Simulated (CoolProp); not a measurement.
Saturation properties of R152A.

Values from CoolProp's reference Helmholtz-energy equation of state, Outcalt 1996. It is a modified Benedict-Webb-Rubin equation, recast in Helmholtz form.

```csv
T (K),p (kPa),liquid viscosity (µPa s),vapour viscosity (µPa s)
214.6,16.44,485,7.93
232.9,46.61,367,8.63
251.3,111.4,285,9.34
269.7,232.8,226,10.1
288.1,437.9,181,10.8
306.5,758.3,146,11.6
324.9,1230,118,12.5
343.3,1893,94.4,13.6
```

It boils at 249.1 K under 1 atm.

Viscosity comes from a separate model (Bell 2016), an estimate that may be off by 10 % or more.
